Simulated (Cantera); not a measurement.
# Ignition delay

Mixture: 2.92 % CH₄, 0.0964 % C₂H₆, 0.467 % C₃H₈, 20.3 % O₂, 76.2 % N₂, at 12.0 bar, adiabatic and at constant pressure. Ignition delay is the time to a rise of 400 K.

Cantera simulation using GRI-Mech 3.0 (53 species, 325 reactions); the numbers are that mechanism's predictions, not measurements. GRI-Mech 3.0 was tuned for natural gas; its chemistry of propane as a main component is partial and can be far from experiment. The pressure lies above the range GRI-Mech 3.0 was tuned for (to about 10 atm).

```csv
T0 (K),delay (ms)
1150,2.82
1225,0.943
1300,0.337
1375,0.130
1450,0.0558
1525,0.0266
1600,0.0140
1675,0.00809
```

* **apparent activation energy between 1525 and 1675 K**: 170 kJ/mol
